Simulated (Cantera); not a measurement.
An adiabatic, constant-pressure homogeneous reactor starts with H2 : O2 : N2 = 1 : 0.263 : 0.989 (molar parts), equivalence ratio 1.9, at 1325 K and 1.58 atm. Integrator tolerance rtol = 1e-08.

Detailed kinetics in Cantera: GRI-Mech 3.0 (53 species, 325 reactions).

### Question
What does this change do: constant volume in place of constant pressure?

### Answer
```tsv
quantity	before	after
time of steepest temperature rise	17.3 µs	16.9 µs
temperature at 0.200 s	2756 K	2953 K
equilibrium temperature	2756 K	2953 K
x(H2) at 0.200 s	0.227 (gas-phase equilibrium 0.227)	0.224 (gas-phase equilibrium 0.224)
x(O2) at 0.200 s	0.000258 (gas-phase equilibrium 0.000258)	0.000526 (gas-phase equilibrium 0.000526)
x(H2O) at 0.200 s	0.250 (gas-phase equilibrium 0.250)	0.241 (gas-phase equilibrium 0.241)
x(O) at 0.200 s	0.000581 (gas-phase equilibrium 0.000581)	0.00123 (gas-phase equilibrium 0.00123)
x(N2O) at 0.200 s	5.32e-8 (gas-phase equilibrium 5.32e-8)	1.41e-7 (gas-phase equilibrium 1.41e-7)
x(HO2) at 0.200 s	3.04e-7 (gas-phase equilibrium 3.04e-7)	9.04e-7 (gas-phase equilibrium 9.04e-7)
x(OH) at 0.200 s	0.00787 (gas-phase equilibrium 0.00787)	0.0124 (gas-phase equilibrium 0.0124)
```

### Question
What does this change do: pressure from 1.58 atm to 4.93 atm?

### Answer
| quantity | before | after |
|---|---|---|
| time of steepest temperature rise | 17.3 µs | 6.40 µs |
| temperature at 0.200 s | 2756 K | 2819 K |
| equilibrium temperature | 2756 K | 2819 K |
| x(H2) at 0.200 s | 0.227 (gas-phase equilibrium 0.227) | 0.230 (gas-phase equilibrium 0.230) |
| x(O2) at 0.200 s | 0.000258 (gas-phase equilibrium 0.000258) | 0.000135 (gas-phase equilibrium 0.000135) |
| x(H2O) at 0.200 s | 0.250 (gas-phase equilibrium 0.250) | 0.254 (gas-phase equilibrium 0.254) |
| x(O) at 0.200 s | 0.000581 (gas-phase equilibrium 0.000581) | 0.000306 (gas-phase equilibrium 0.000306) |
| x(N2O) at 0.200 s | 5.32e-8 (gas-phase equilibrium 5.32e-8) | 7.50e-8 (gas-phase equilibrium 7.50e-8) |
| x(HO2) at 0.200 s | 3.04e-7 (gas-phase equilibrium 3.04e-7) | 2.87e-7 (gas-phase equilibrium 2.87e-7) |
| x(OH) at 0.200 s | 0.00787 (gas-phase equilibrium 0.00787) | 0.00595 (gas-phase equilibrium 0.00595) |
The hydrogen kinetics of GRI-Mech 3.0 are dated; newer H2 mechanisms differ, most at raised pressure.

### Question
What does this change do: N2 0.989 to 1.9 parts?

### Answer
```json
[
 {"quantity": "time of steepest temperature rise", "before": "17.3 µs", "after": "24.7 µs"},
 {"quantity": "temperature at 0.200 s", "before": "2756 K", "after": "2460 K"},
 {"quantity": "equilibrium temperature", "before": "2756 K", "after": "2460 K"},
 {"quantity": "x(H2) at 0.200 s", "before": "0.227 (gas-phase equilibrium 0.227)", "after": "0.160 (gas-phase equilibrium 0.160)"},
 {"quantity": "x(O2) at 0.200 s", "before": "0.000258 (gas-phase equilibrium 0.000258)", "after": "1.88e-5 (gas-phase equilibrium 1.88e-5)"},
 {"quantity": "x(H2O) at 0.200 s", "before": "0.250 (gas-phase equilibrium 0.250)", "after": "0.179 (gas-phase equilibrium 0.179)"},
 {"quantity": "x(O) at 0.200 s", "before": "0.000581 (gas-phase equilibrium 0.000581)", "after": "4.09e-5 (gas-phase equilibrium 4.09e-5)"},
 {"quantity": "x(N2O) at 0.200 s", "before": "5.32e-8 (gas-phase equilibrium 5.32e-8)", "after": "1.18e-8 (gas-phase equilibrium 1.18e-8)"},
 {"quantity": "x(HO2) at 0.200 s", "before": "3.04e-7 (gas-phase equilibrium 3.04e-7)", "after": "1.78e-8 (gas-phase equilibrium 1.78e-8)"},
 {"quantity": "x(OH) at 0.200 s", "before": "0.00787 (gas-phase equilibrium 0.00787)", "after": "0.00148 (gas-phase equilibrium 0.00148)"}
]
```
